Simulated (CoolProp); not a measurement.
Values from CoolProp's reference Helmholtz-energy equation of state, Akasaka 2024.

Problem. Give the vapour pressure (MPa), liquid density (kg/m³), vapour density (kg/m³), enthalpy of vaporisation (kJ/kg) of saturated R1132(E) at 278.5, 301.9 K.

Solution. 
```
T (K)  p (MPa)  liquid density (kg/m³)  vapour density (kg/m³)  enthalpy of vaporisation (kJ/kg)
-----  -------  ----------------------  ----------------------  --------------------------------
278.5    0.961                     985                    31.6                               244
301.9     1.82                     902                    62.2                               208
```
